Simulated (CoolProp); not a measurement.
Vapour-liquid equilibrium of ethylbenzene (1) + o-xylene (2) at 244 kPa; x and y are mole fractions of (1).

Model: multi-fluid Helmholtz-energy mixture model, Zhou 2012 and Zhou 2012; pair parameters Bell 2016, in CoolProp.

### Question
Give the bubble temperature and the first vapour's composition at x = 0.05, 0.8, 0.95. Is there an azeotrope?

### Answer
x = 0.05: 180.5 °C, y = 0.059; x = 0.8: 173.6 °C, y = 0.825; x = 0.95: 172.6 °C, y = 0.956. No azeotrope shows between x = 0.05 and 0.95.

Pair parameters are fitted to limited data, so mixtures are less certain than the pure fluids.
